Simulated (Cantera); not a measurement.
Cantera run:

```python
import numpy as np
import cantera as ct

gas_names = """
    CL CL2 Cs CsCL Cs2 Cs2CL2 H HCL H2
""".split()
cond_names = """
    Cs(cr) Cs(L) CsCL(a) CsCL(b) CsCL(L)
""".split()


# ... load() reads the species with a 1 bar reference pressure and builds the phases ...
atoms = {
    'CsCl': {'Cs': 1, 'CL': 1},
    'HCl': {'H': 1, 'CL': 1},
    'H2': {'H': 2},
}
top_T = {}  # K; cautious upper limits of use, not melting points


# ... equilibrate(T, P, feed) seeds the gas with the atoms and calls Mixture.equilibrate('TP', solver="vcs", rtol=1e-11, max_steps=5000) ...
results = []
feed = {'CsCl': 1, 'HCl': 0.021, 'H2': 0.11}  # mol
T = 1823  # K
P = 2900  # Pa
mix = equilibrate(T, P, feed)
results.append((T, P, feed, dict(zip(mix.species_names, mix.species_moles))))
print(gas.report(threshold=0.001))
for i in range(1, mix.n_phases):
    print(f"{mix.phase(i).name:16s} {mix.phase_moles(i):12.5e} mol")
```

It prints:

```
       temperature   1823 K
          pressure   2900 Pa
           density   0.028628 kg/m^3
  mean mol. weight   149.63 kg/kmol
   phase of matter   gas

                          1 kg             1 kmol
                     ---------------   ---------------
          enthalpy       -1.0453e+06        -1.564e+08  J
   internal energy       -1.1466e+06       -1.7156e+08  J
           entropy            2289.8        3.4262e+05  J/K
    Gibbs function       -5.2196e+06       -7.8099e+08  J
 heat capacity c_p            255.42             38218  J/K
 heat capacity c_v            199.85             29904  J/K

                      mass frac. Y      mole frac. X     chem. pot. / RT
                     ---------------   ---------------   ---------------
                Cs         0.0028309         0.0031871           -27.793
              CsCL           0.98749           0.87764           -54.728
            Cs2CL2         0.0030926         0.0013743           -109.46
               HCL         0.0052646          0.021606           -39.475
                H2         0.0012837          0.095275           -25.081
     [   +4 minor]        3.7482e-05        0.00092116

Cs(L)             0.00000e+00 mol
CsCL(L)           0.00000e+00 mol
```

These are equilibrium values from Cantera (NASA tables, ideal gas, pure condensed phases), not measurements of a reactor.
